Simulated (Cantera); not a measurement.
What does this Cantera script print?

```python
import numpy as np
import cantera as ct

gas = ct.Solution("gri30.yaml")
gas.TPX = 1248, 230000, {'CO': 1, 'H2': 0.071, 'O2': 1.78, 'N2': 6.78}
reactor = ct.IdealGasReactor(gas, energy="on", clone=False)
net = ct.ReactorNet([reactor])
net.rtol, net.atol = 1e-08, 1e-16
show = ['CO', 'H2', 'O2', 'O', 'H', 'NO', 'CO2']
times = np.geomspace(7e-06, 7, 14)

steps = ct.SolutionArray(gas, extra=["t"])
rows = []
print(f"{'t/s':>10s}{'T/K':>9s}{'P/Pa':>11s}" + "".join(f"{s:>11s}" for s in show))
for t in times:
    while net.time < t:
        t_next = net.step()
        steps.append(gas.state, t=t_next)
    rows.append([np.interp(t, steps.t, y) for y in (steps.T, steps.P, *steps(*show).X.T)])
    print(f"{t:10.3e}{rows[-1][0]:9.1f}{rows[-1][1]:11.4g}" + "".join(f"{x:11.3e}" for x in rows[-1][2:]))
rate = np.gradient(steps.T, steps.t)
print("integrator steps:", len(steps.t))
if steps.T.max() > steps.T[0] + 200:
    print(f"time of steepest temperature rise: {steps.t[rate.argmax()]:.4e} s")
gas.TPX = 1248, 230000, {'CO': 1, 'H2': 0.071, 'O2': 1.78, 'N2': 6.78}
gas.equilibrate("UV")
print(f"equilibrium (UV): T = {gas.T:.1f} K  " + "  ".join(f"{s} {gas[s].X[0]:.3e}" for s in show))
```

Output:

```
       t/s      T/K       P/Pa         CO         H2         O2          O          H         NO        CO2
 7.000e-06   1248.0    2.3e+05  1.038e-01  7.372e-03  1.848e-01  4.415e-08  1.210e-08  2.767e-17  5.361e-08
 2.026e-05   1248.0    2.3e+05  1.038e-01  7.371e-03  1.848e-01  6.724e-07  2.223e-07  1.920e-15  8.849e-07
 5.864e-05   1259.5   2.32e+05  1.026e-01  6.247e-03  1.833e-01  7.375e-04  2.687e-04  2.792e-09  1.297e-03
 1.697e-04   1933.9  3.442e+05  2.834e-02  2.096e-04  1.413e-01  1.267e-02  1.234e-03  1.994e-05  7.917e-02
 4.912e-04   2258.6  3.945e+05  4.095e-03  4.257e-05  1.369e-01  2.028e-03  7.143e-05  2.039e-04  1.055e-01
 1.422e-03   2291.0  3.994e+05  1.676e-03  1.976e-05  1.365e-01  9.009e-04  2.128e-05  4.416e-04  1.081e-01
 4.115e-03   2290.3  3.992e+05  1.613e-03  1.918e-05  1.362e-01  8.717e-04  2.032e-05  9.826e-04  1.082e-01
 1.191e-02   2286.6  3.986e+05  1.582e-03  1.886e-05  1.355e-01  8.515e-04  1.978e-05  2.417e-03  1.082e-01
 3.447e-02   2278.4  3.971e+05  1.514e-03  1.818e-05  1.339e-01  8.080e-04  1.863e-05  5.588e-03  1.083e-01
 9.976e-02   2267.8  3.953e+05  1.430e-03  1.732e-05  1.319e-01  7.547e-04  1.724e-05  9.664e-03  1.084e-01
 2.887e-01   2264.0  3.946e+05  1.400e-03  1.702e-05  1.311e-01  7.363e-04  1.676e-05  1.113e-02  1.084e-01
 8.356e-01   2263.9  3.946e+05  1.399e-03  1.701e-05  1.311e-01  7.358e-04  1.674e-05  1.117e-02  1.084e-01
 2.419e+00   2263.9  3.946e+05  1.399e-03  1.701e-05  1.311e-01  7.358e-04  1.674e-05  1.117e-02  1.084e-01
 7.000e+00   2263.9  3.946e+05  1.399e-03  1.701e-05  1.311e-01  7.358e-04  1.674e-05  1.117e-02  1.084e-01
integrator steps: 1371
time of steepest temperature rise: 7.6610e-05 s
equilibrium (UV): T = 2263.9 K  CO 1.399e-03  H2 1.701e-05  O2 1.311e-01  O 7.358e-04  H 1.674e-05  NO 1.117e-02  CO2 1.084e-01
```

Cantera simulation using GRI-Mech 3.0 (53 species, 325 reactions); the numbers are that mechanism's predictions, not measurements. The hydrogen kinetics of GRI-Mech 3.0 are dated; newer H2 mechanisms differ, most at raised pressure.
